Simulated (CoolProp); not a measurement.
Model: reference Helmholtz-energy equation of state, Akasaka 2015, in CoolProp.

### Question
For R245fa, give the phase and the cp (kJ/(kg K)), Joule-Thomson coefficient (K/MPa), isothermal compressibility (1/MPa), Prandtl number at 47.35 °C and 44.6 bar; 136.95 °C and 44.6 bar; 166.85 °C and 44.6 bar.

### Answer
- 47.35 °C and 44.6 bar: liquid; cp 1.35, Joule-Thomson coefficient -0.179, isothermal compressibility 0.00289, Prandtl number 5.05
- 136.95 °C and 44.6 bar: liquid; cp 1.80, Joule-Thomson coefficient 0.983, isothermal compressibility 0.0269, Prandtl number 3.34
- 166.85 °C and 44.6 bar: supercritical; cp 5.63, Joule-Thomson coefficient 12.1, isothermal compressibility 1.23, Prandtl number 4.83

Viscosity comes from a separate model (Bell 2016), an estimate that may be off by 10 % or more. Thermal conductivity comes from a separate model (Huber 2003), an estimate that may be off by 10 % or more.
